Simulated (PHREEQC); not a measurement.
Synthetic water in mg/kgw, 90 °C, pH 5.69, pe 10.5:

```
constituent         mg/kgw
------------------  ------
Na                    9130
K                      180
Ca                     560
Mg                     459
Cl                   16200
S(6) as SO4            416
Alkalinity as HCO3    73.8
Sr                    16.9
Cu(2)                  157
Br                     892
N(5) as NO3            313
```

Valence states are taken as typed.

Model: ion-association model, wateq4f.dat, run in PHREEQC.

No solid was allowed to form.

Order these Mg species by the share of Mg that they hold, largest first: MgSO4, Mg+2, MgHCO3+.

Mg+2 (93 %), MgSO4 (6.1 %), MgHCO3+ (0.42 %)

The pH is 5.69 and the ionic strength 0.506 mol/kgw. Saturation is exceeded, for instance for Atacamite, Malachite; the values hold only as long as no solid forms. Constants without temperature data keep their 25 °C values here.
